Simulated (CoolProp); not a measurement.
CH3F (R41) along the isobar 9.11 bar: fugacity coefficient from the reference equation and from simpler models built on Tc = 317.3 K, pc = 59.06 bar, ω = 0.200; each cubic takes its own stable root.

Values from CoolProp's reference Helmholtz-energy equation of state, Lemmon 2006. It is a short technical equation, of lower accuracy than the large ones.

```
T (K)  phase  reference
-----  -----  ---------
293.7    gas     0.9226
310.1    gas     0.9354
326.5    gas     0.9455
342.9    gas     0.9536
359.3    gas     0.9603
375.8    gas     0.9658
392.2    gas     0.9704
408.6    gas     0.9742
425      gas     0.9775
```

How far does each simpler model (Redlich-Kwong, Soave-Redlich-Kwong, Peng-Robinson) lie from the reference over these 9 states: mean and median of the absolute difference, and the worst?


- Redlich-Kwong: mean 0.5 %, median 0.4 %, worst +1.4 % at 293.7 K and 9.11 bar
- Soave-Redlich-Kwong: mean 0.7 %, median 0.6 %, worst +1.2 % at 293.7 K and 9.11 bar
- Peng-Robinson: mean 0.1 %, median 0.1 %, worst +0.5 % at 293.7 K and 9.11 bar
